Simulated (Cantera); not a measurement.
Charge: 1 mol Si3N4, a varied amount of F2, 24 mol N2, equilibrated at 1325 K and 0.0370 bar.

Equilibrium computed with Cantera from the NASA thermochemical tables; the gas is ideal and each condensed phase is pure. Candidate condensed phases: Si, Si3N4; 16 gas species. Equilibrium is a limit: real reactors are often held back by kinetics, nucleation or transport.

**Question.** At 7 mol F2, list the 4 most abundant gas species with their mole fractions, and the condensed phases.

**Answer.** N2 0.839, SiF4 0.0968, F 0.0643, F2 0.000120. Condensed: gas only.
